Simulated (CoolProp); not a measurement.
Vapour-liquid equilibrium of 1-butene (1) + acetone (2) at 42.15 °C; x and y are mole fractions of (1).

Model: multi-fluid Helmholtz-energy mixture model, Lemmon 2005 and Lemmon 2006; pair parameters Bell 2016, in CoolProp.

Give the bubble pressure and the first vapour's composition at x = 0.05, 0.2, 0.65. Is there an azeotrope?

x = 0.05: 0.1153 MPa, y = 0.481; x = 0.2: 0.2408 MPa, y = 0.773; x = 0.65: 0.4003 MPa, y = 0.902. No azeotrope shows between x = 0.05 and 0.95.

Pair parameters are fitted to limited data, so mixtures are less certain than the pure fluids. With so large a gap from Raoult's law the liquid may split in two, which this calculation doesn't test in full.
